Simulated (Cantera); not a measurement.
Input: 1 mol Si3H8, 0.24 mol Cl2, 100 mol H2, held at 700 °C and 0.00160 bar.

Equilibrium computed with Cantera from the NASA thermochemical tables; the gas is ideal and each condensed phase is pure. Candidate condensed phases: Si; 19 gas species. The feed counts by its element totals alone. Kinetics and transport are ignored.

Base state: H2 0.995, HCl 0.00447, SiCl2 3.23e-5 (mole fractions); condensed: Si(s).

**Question.** What changes in the equilibrium state with this change: Si3H8 replaced by Si2Cl6?

**Answer.** 
```csv
species,before,after
H2,0.995,0.965
HCl,0.00447,0.0246
SiCl4,7.67e-6,0.00753
SiCl3,2.94e-6,0.000515
SiHCl3,9.62e-6,0.00166
SiCl2,3.23e-5,0.00101
SiH2Cl2,1.26e-6,3.82e-5
"Si(s), mol",2.99,0.900
```
The tables' values for SiCl3 are old estimates; treat these amounts as uncertain.
